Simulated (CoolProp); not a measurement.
Vapour-liquid equilibrium of R1234yf (1) + isobutane (2) at 0.0375 MPa; x and y are mole fractions of (1).

Model: multi-fluid Helmholtz-energy mixture model, Lemmon 2022 and Bücker 2006; pair parameters Bell 2016, in CoolProp.

Give the bubble temperature and the first vapour's composition at x = 0.2, 0.8, 0.95. Is there an azeotrope?

x = 0.2: 225.9 K, y = 0.551; x = 0.8: 222.3 K, y = 0.793; x = 0.95: 222.8 K, y = 0.929. y crosses x between x = 0.65 and 0.8: the model has an azeotrope there.

The pair parameters rest on a limited set of measurements; away from them the model extrapolates.
